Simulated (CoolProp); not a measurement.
The numbers come from the reference Helmholtz-energy equation of state, McLinden 2020 in CoolProp.

Question: For R1336mzz(Z), give the phase and the Z, expansivity (1/kK) at 312.6 K and 0.956 MPa; 331.3 K and 0.956 MPa; 368.8 K and 0.956 MPa.

Answer: 
- 312.6 K and 0.956 MPa: liquid; Z 0.0454, expansivity 2.03
- 331.3 K and 0.956 MPa: liquid; Z 0.0446, expansivity 2.26
- 368.8 K and 0.956 MPa: liquid; Z 0.0442, expansivity 3.12
